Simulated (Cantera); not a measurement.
Feed: 1 mol trisilylamine, 0.17 mol NH3, a varied amount of N2, at 1752 °C and 0.825 Torr.

Equilibrium computed with Cantera from the NASA thermochemical tables; the gas is ideal and each condensed phase is pure. Candidate condensed phases: Si, Si3N4; 18 gas species. The feed counts by its element totals alone. Gases not in the tables: Si2H6 and higher silanes. Kinetics and transport are ignored.

Which condensed phases are stable at each of these points (n(N2) (mol)): 1.6, 2.9, 5.1, 9, 16, 28, 49?


```csv
n(N2) (mol),condensed phases,Si condensed (%)
1.6,Si(l),85.9
2.9,Si(l),83.3
5.1,Si(l),78.9
9,Si(l),71.1
16,Si(l),57.1
28,Si(l),33.2
49,gas only,0.0
```

From 1.6 mol N2 to 28 mol N2 the condensed part is Si(l). At 49 mol N2 nothing is condensed.
